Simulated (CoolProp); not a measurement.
A closed Brayton cycle with dry air: compressor inlet 320.15 K and 0.83 MPa, high pressure 1.94 MPa, turbine inlet 960 K, compressor efficiency 0.8, turbine efficiency 0.9, recuperator effectiveness 0.9 (on enthalpy, no pinch check). Each further row changes one setting.

Values from CoolProp's reference Helmholtz-energy equation of state, Lemmon 2000. It is a pseudo-pure fit of the blend.

```csv
case,thermal efficiency (%),net work (kJ/kg),compressor to turbine work,compressor exit (K),turbine exit (K)
as stated,34.7,79.5,0.58,429.6,790.3
turbine inlet 910 K,32.4,69.4,0.61,429.6,747.8
compressor inlet 330.15 K,33.4,76.0,0.60,442.9,790.3
high pressure 1.65 MPa,34.5,69.6,0.56,406.7,820.3
recuperator effectiveness 0.5,20.8,79.5,0.58,429.6,790.3
```
